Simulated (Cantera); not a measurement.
Input: 1 mol Cr2O3, 230 mol H2, 36 mol N2, equilibrated at 0.100 bar.

Cantera equilibrium calculation (NASA polynomials, part measured and part estimated; ideal gas, pure solids and liquids). Candidate condensed phases: Cr, CrN, Cr2N, Cr2O3, H2O; 29 gas species. Mutual solubility and eutectic melting of coexisting phases are not modelled. Equilibrium is a limit: real reactors are often held back by kinetics, nucleation or transport.

x: gas mole fraction; n: condensed amount in mol.

```csv
T (°C),x H2,x N2,x H2O,x Cr,x H,n Cr2N(s),n Cr2O3(s),n Cr(s)
900,0.865,0.135,0.000127,3.64e-10,3.47e-7,0.0113,0.989,0
950,0.865,0.135,0.000182,2.39e-9,8.84e-7,0.0162,0.984,0
1000,0.864,0.135,[?],[?],[?],[?],0.977,0
1050,0.864,0.135,0.000345,6.63e-8,4.66e-6,0.0306,0.969,0
1100,0.864,0.135,0.000458,2.90e-7,9.79e-6,0.0405,0.959,0
1150,0.864,0.135,0.000626,1.06e-6,1.95e-5,0,0.944,0.111
1200,0.864,0.135,[?],[?],[?],0,0.921,[?]
1250,0.863,0.135,0.00124,8.96e-6,6.79e-5,0,0.890,0.218
1300,0.863,0.135,0.00170,2.35e-5,0.000119,0,0.850,0.294
1350,0.862,0.135,0.00227,5.79e-5,0.000203,0,0.799,0.387
1400,0.861,0.135,0.00298,0.000135,0.000334,0,0.736,0.492
1450,0.860,0.135,0.00385,0.000299,0.000535,0,0.658,0.604
1500,0.858,0.135,0.00490,0.000631,0.000833,0,0.565,0.702
1550,0.856,0.135,0.00616,0.00128,0.00127,0,0.452,0.754
```

Question: Fill in the missing entries.

Answer: 
- 1200, x H2O: 0.000893
- 1200, x Cr: 3.19e-6
- 1200, x H: 3.72e-5
- 1200, n Cr(s): 0.158
- 1000, x H2O: 0.000254
- 1000, x Cr: 1.34e-8
- 1000, x H: 2.10e-6
- 1000, n Cr2N(s): 0.0225
